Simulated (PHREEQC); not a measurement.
# Polishing slurry liquid (model solution)

A solution holds 0.081 mol/kgw K2CO3 and 3.6e-05 mol/kgw H4SiO4, at 25 °C. Closed to the air; pH follows from the charge balance.

Computed with PHREEQC (ion-association model, wateq4f.dat).

No solid was allowed to form.

Task: Estimate the pH.

Result: pH 11.33.

Task: In which forms is C present?

Result: CO3-2 96 %, HCO3- 3.8 % of the C.
